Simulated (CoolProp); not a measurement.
Carbon dioxide at 293.15 K and 4.43 MPa is compressed adiabatically to 26.7 MPa with isentropic efficiency 0.7. Each further row changes one setting.

The numbers come from the reference Helmholtz-energy equation of state, Span 1996 in CoolProp.

```
case             work (kJ/kg)  final temperature (K)  final density (kg/m³)
---------------  ------------  ---------------------  ---------------------
as stated                 128                    [?]                    353
efficiency 1              [?]                    [?]                    [?]
efficiency 0.65           [?]                    [?]                    344
```

Task: Some entries are withheld; supply them.

Result: 
- as stated, final temperature (K): 469.8
- efficiency 1, work (kJ/kg): 89.8
- efficiency 1, final temperature (K): 445.1
- efficiency 1, final density (kg/m³): 395
- efficiency 0.65, work (kJ/kg): 138
- efficiency 0.65, final temperature (K): 476.4
